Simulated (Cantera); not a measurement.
Feed: 1 mol SF6, 0.71 mol O2, 14 mol H2, at 2023.15 K and 35.0 bar.

Cantera equilibrium calculation (NASA polynomials, part measured and part estimated; ideal gas, pure solids and liquids). Candidate condensed phases: H2O, H2SO4, S; 43 gas species. The ideal-gas law is rough above about 30 bar. The numbers say what is thermodynamically allowed, not how fast it happens.

Base state: H2 0.507, HF 0.352, H2O 0.0833, H2S 0.0547, SH 0.00176, S2 0.00108, H 0.000229, H2F2 3.33e-5 (mole fractions); condensed: gas only.

Q: What changes in the equilibrium state with this change: SF6 replaced by CS2?

A: 
```tsv
species	before	after
H2	0.507	0.776
H2S	0.0547	0.124
CO	0	0.0654
HF	0.352	0
H2O	0.0833	0.0275
CO2	0	0.000497
COS	0	0.000381
CS2	0	6.87e-5
CH4	0	5.81e-5
```
Further candidate phases: C, C6H6, C7H8, C8H18.
